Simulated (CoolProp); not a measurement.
Model: reference Helmholtz-energy equation of state, Akasaka 2023, in CoolProp.

Q: Give the vapour pressure (bar), liquid cp (kJ/(kg K)), vapour Z of saturated R1336mzz(E) at 64.25 °C.

A: 
```json
[
 {"T (°C)": "64.25", "p (bar)": "6.39", "liquid cp (kJ/(kg K))": "1.33", "vapour Z": "0.817"}
]
```
